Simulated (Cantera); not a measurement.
Input (Python, Cantera) and output of one run.

```python
import numpy as np
import cantera as ct

gas_names = """
    H HO2 H2 H2O H2O2 O OH O2 O3 Pb PbO Pb2
""".split()
cond_names = """
    H2O(s) H2O(L) Pb(cr) Pb(L) PbO(rd) PbO(yw) PbO(L) PbO2(s) Pb3O4(s)
""".split()


# ... load() reads the species with a 1 bar reference pressure and builds the phases ...
atoms = {
    'PbO': {'Pb': 1, 'O': 1},
    'H2': {'H': 2},
}
top_T = {'Pb3O4(s)': 820}  # K; cautious upper limits of use, not melting points


# ... equilibrate(T, P, feed) seeds the gas with the atoms and calls Mixture.equilibrate('TP', solver="vcs", rtol=1e-11, max_steps=5000) ...
results = []
feed = {'PbO': 1, 'H2': 0.16}  # mol
P = 101325  # Pa
for T in [1150, 1200, 1250, 1300, 1350, 1400, 1450, 1500, 1550, 1600]:
    mix = equilibrate(T, P, feed)
    results.append((T, P, feed, dict(zip(mix.species_names, mix.species_moles))))
    x = sorted(zip(gas.X, gas.species_names), reverse=True)
    print(f"T = {T:g} K  P = {P:g} Pa  gas = {mix.phase_moles(0):.4g} mol")
    print("   x: " + "  ".join(f"{s} {v:.3e}" for v, s in x if v > 1e-06))
    print("   condensed (mol): " + ("  ".join(f"{mix.phase(i).name} {mix.phase_moles(i):.4g}"
          for i in range(1, mix.n_phases) if mix.phase_moles(i) > 1e-12) or "none"))
```

Output:

```
T = 1150 K  P = 101325 Pa  gas = 0.16 mol
   x: H2O 9.995e-01  Pb 2.859e-04  H2 2.403e-04  PbO 2.247e-05
   condensed (mol): Pb(L) 0.1599  PbO(yw) 0.84
T = 1200 K  P = 101325 Pa  gas = 0.1601 mol
   x: H2O 9.990e-01  Pb 6.347e-04  H2 3.039e-04  PbO 6.733e-05
   condensed (mol): Pb(L) 0.1598  PbO(L) 0.84
T = 1250 K  P = 101325 Pa  gas = 0.1602 mol
   x: H2O 9.981e-01  Pb 1.320e-03  H2 3.860e-04  PbO 1.803e-04
   condensed (mol): Pb(L) 0.1597  PbO(L) 0.84
T = 1300 K  P = 101325 Pa  gas = 0.1605 mol
   x: H2O 9.965e-01  Pb 2.590e-03  H2 4.831e-04  PbO 4.454e-04
   condensed (mol): Pb(L) 0.1595  PbO(L) 0.84
T = 1350 K  P = 101325 Pa  gas = 0.1609 mol
   x: H2O 9.935e-01  Pb 4.829e-03  PbO 1.024e-03  H2 5.960e-04  OH 1.565e-06
   condensed (mol): Pb(L) 0.1591  PbO(L) 0.8399
T = 1400 K  P = 101325 Pa  gas = 0.1617 mol
   x: H2O 9.885e-01  Pb 8.600e-03  PbO 2.209e-03  H2 7.252e-04  OH 3.525e-06  Pb2 1.817e-06
   condensed (mol): Pb(L) 0.1585  PbO(L) 0.8398
T = 1450 K  P = 101325 Pa  gas = 0.1631 mol
   x: H2O 9.799e-01  Pb 1.470e-02  PbO 4.500e-03  H2 8.700e-04  OH 7.484e-06  Pb2 4.430e-06  O2 1.124e-06
   condensed (mol): Pb(L) 0.1575  PbO(L) 0.8394
T = 1500 K  P = 101325 Pa  gas = 0.1655 mol
   x: H2O 9.660e-01  Pb 2.423e-02  PbO 8.709e-03  H2 1.028e-03  OH 1.505e-05  Pb2 1.016e-05  O2 3.120e-06
   condensed (mol): Pb(L) 0.1558  PbO(L) 0.8387
T = 1550 K  P = 101325 Pa  gas = 0.1693 mol
   x: H2O 9.440e-01  Pb 3.864e-02  PbO 1.610e-02  H2 1.193e-03  OH 2.874e-05  Pb2 2.202e-05  O2 8.070e-06  H 1.081e-06
   condensed (mol): Pb(L) 0.1533  PbO(L) 0.8375
T = 1600 K  P = 101325 Pa  gas = 0.1755 mol
   x: H2O 9.102e-01  Pb 5.979e-02  PbO 2.853e-02  H2 1.355e-03  OH 5.229e-05  Pb2 4.538e-05  O2 1.959e-05  H 1.988e-06
   condensed (mol): Pb(L) 0.1493  PbO(L) 0.8352
```

These are equilibrium values from Cantera (NASA tables, ideal gas, pure condensed phases), not measurements of a reactor. Each liquid is taken as pure. Mutual solubility and eutectic melting of coexisting phases are not modelled. Gases not in the tables: (PbO)n polymers.
